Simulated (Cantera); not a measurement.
An isothermal, constant-pressure homogeneous reactor starts with H2 : O2 : N2 = 1.5 : 1 : 0.52 (molar parts), at 800 K and 0.280 bar. Integrator tolerance rtol = 1e-08.

Computed with Cantera and the H2/O2 subset of GRI-Mech 3.0, which has no nitrogen chemistry. Below about 950 K walls govern HO2 and H2O2 in real vessels. The temperature is held fixed by assumption; the heat of reaction is taken as removed at once.

What does this change do: pressure from 0.280 bar to 100.0 Torr?


| quantity | before | after |
|---|---|---|
| x(H2) at 80.0 s | 0.428 (gas-phase equilibrium <1e-12) | 0.372 (gas-phase equilibrium <1e-12) |
| x(O2) at 80.0 s | 0.300 (gas-phase equilibrium 0.110) | 0.275 (gas-phase equilibrium 0.110) |
| x(O) at 80.0 s | 1.29e-9 (gas-phase equilibrium <1e-12) | 2.59e-9 (gas-phase equilibrium <1e-12) |
| x(H2O2) at 80.0 s | 0.00178 (gas-phase equilibrium 1.35e-11) | 0.00133 (gas-phase equilibrium 9.29e-12) |
| x(HO2) at 80.0 s | 1.38e-5 (gas-phase equilibrium 1.97e-11) | 1.44e-5 (gas-phase equilibrium 1.64e-11) |
| x(OH) at 80.0 s | 1.09e-9 (gas-phase equilibrium 2.63e-9) | 1.54e-9 (gas-phase equilibrium 3.17e-9) |
Radical loss at walls, strong at low pressure, is not modelled.

What does this change do: pressure from 0.280 bar to 105 Torr?


```csv
quantity,before,after
x(H2) at 80.0 s,0.428 (gas-phase equilibrium <1e-12),0.381 (gas-phase equilibrium <1e-12)
x(O2) at 80.0 s,0.300 (gas-phase equilibrium 0.110),0.279 (gas-phase equilibrium 0.110)
x(O) at 80.0 s,1.29e-9 (gas-phase equilibrium <1e-12),2.51e-9 (gas-phase equilibrium <1e-12)
x(H2O2) at 80.0 s,0.00178 (gas-phase equilibrium 1.35e-11),0.00137 (gas-phase equilibrium 9.52e-12)
x(HO2) at 80.0 s,1.38e-5 (gas-phase equilibrium 1.97e-11),1.44e-5 (gas-phase equilibrium 1.66e-11)
x(OH) at 80.0 s,1.09e-9 (gas-phase equilibrium 2.63e-9),1.50e-9 (gas-phase equilibrium 3.13e-9)
```
Radical loss at walls, strong at low pressure, is not modelled.
